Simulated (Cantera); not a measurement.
A Cantera script and its output.

```python
import numpy as np
import cantera as ct

gas = ct.Solution("gri30.yaml")
gas.TPX = 1450, 100000, {'H2': 1, 'O2': 0.5, 'N2': 4, 'NO': 0.019}
reactor = ct.IdealGasConstPressureReactor(gas, energy="on", clone=False)
net = ct.ReactorNet([reactor])
net.rtol, net.atol = 1e-08, 1e-16
show = ['H2', 'O2', 'NO', 'H2O2', 'H', 'N2O']
times = np.geomspace(1e-06, 2, 13)

steps = ct.SolutionArray(gas, extra=["t"])
rows = []
print(f"{'t/s':>10s}{'T/K':>9s}{'P/Pa':>11s}" + "".join(f"{s:>11s}" for s in show))
for t in times:
    while net.time < t:
        t_next = net.step()
        steps.append(gas.state, t=t_next)
    rows.append([np.interp(t, steps.t, y) for y in (steps.T, steps.P, *steps(*show).X.T)])
    print(f"{t:10.3e}{rows[-1][0]:9.1f}{rows[-1][1]:11.4g}" + "".join(f"{x:11.3e}" for x in rows[-1][2:]))
rate = np.gradient(steps.T, steps.t)
print("integrator steps:", len(steps.t))
if steps.T.max() > steps.T[0] + 200:
    print(f"time of steepest temperature rise: {steps.t[rate.argmax()]:.4e} s")
gas.TPX = 1450, 100000, {'H2': 1, 'O2': 0.5, 'N2': 4, 'NO': 0.019}
gas.equilibrate("HP")
print(f"equilibrium (HP): T = {gas.T:.1f} K  " + "  ".join(f"{s} {gas[s].X[0]:.3e}" for s in show))
```

Result:

```
       t/s      T/K       P/Pa         H2         O2         NO       H2O2          H        N2O
 1.000e-06   1450.0      1e+05  1.812e-01  9.060e-02  3.443e-03  1.835e-10  6.458e-08  4.992e-11
 3.350e-06   1450.0      1e+05  1.812e-01  9.060e-02  3.443e-03  1.833e-09  4.801e-07  8.723e-10
 1.122e-05   1450.0      1e+05  1.811e-01  9.056e-02  3.442e-03  2.853e-08  5.047e-05  1.548e-08
 3.761e-05   1765.4      1e+05  3.546e-02  2.190e-02  3.518e-03  7.498e-07  5.847e-02  8.808e-08
 1.260e-04   2192.2      1e+05  3.146e-02  1.421e-02  3.664e-03  1.693e-07  2.328e-02  8.889e-08
 4.221e-04   2446.6      1e+05  2.182e-02  8.600e-03  3.762e-03  1.043e-07  7.874e-03  1.491e-07
 1.414e-03   2536.0      1e+05  1.643e-02  6.175e-03  3.853e-03  1.037e-07  3.972e-03  2.229e-07
 4.738e-03   2539.5      1e+05  1.620e-02  6.022e-03  3.983e-03  1.034e-07  3.825e-03  2.285e-07
 1.587e-02   2539.1      1e+05  1.623e-02  5.976e-03  4.129e-03  1.029e-07  3.823e-03  2.302e-07
 5.318e-02   2539.1      1e+05  1.624e-02  5.967e-03  4.155e-03  1.028e-07  3.823e-03  2.305e-07
 1.782e-01   2539.1      1e+05  1.624e-02  5.967e-03  4.155e-03  1.028e-07  3.823e-03  2.305e-07
 5.970e-01   2539.1      1e+05  1.624e-02  5.967e-03  4.155e-03  1.028e-07  3.823e-03  2.305e-07
 2.000e+00   2539.1      1e+05  1.624e-02  5.967e-03  4.155e-03  1.028e-07  3.823e-03  2.305e-07
integrator steps: 1257
time of steepest temperature rise: 2.5568e-05 s
equilibrium (HP): T = 2539.1 K  H2 1.624e-02  O2 5.967e-03  NO 4.155e-03  H2O2 1.028e-07  H 3.823e-03  N2O 2.305e-07
```

Model: GRI-Mech 3.0 (53 species, 325 reactions), integrated in Cantera.
